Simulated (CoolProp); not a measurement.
Vapour-liquid equilibrium of propane (1) + R134a (2) at 317.5 K; x and y are mole fractions of (1).

The numbers come from the multi-fluid Helmholtz-energy mixture model, Lemmon 2009 and Tillner-Roth 1994; pair parameters Bell 2016 in CoolProp.

```
x     bubble pressure (bar)  y at the bubble point  dew pressure at overall composition x (bar)  liquid density (mol/L)
----  ---------------------  ---------------------  -------------------------------------------  ----------------------
0.05                  13.07                  0.139                                        11.97                   10.90
0.15                  15.49                  0.304                                        13.22                   10.61
0.25                  17.04                  0.401                                        14.66                   10.34
0.35                  18.01                  0.469                                        16.23                   10.12
0.45                  18.59                  0.524                                        17.76                   9.961
0.55                  18.88                  0.576                                        18.77                   9.876
0.65                  18.90                  0.630                                        18.83                   9.875
0.75                  18.57                  0.694                                        18.08                   9.955
0.85                  17.79                  0.778                                        16.95                   10.10
0.95                  16.27                  0.905                                        15.72                   10.31
```

y crosses x between x = 0.55 and 0.65: the model has an azeotrope there.

The pair parameters rest on a limited set of measurements; away from them the model extrapolates.
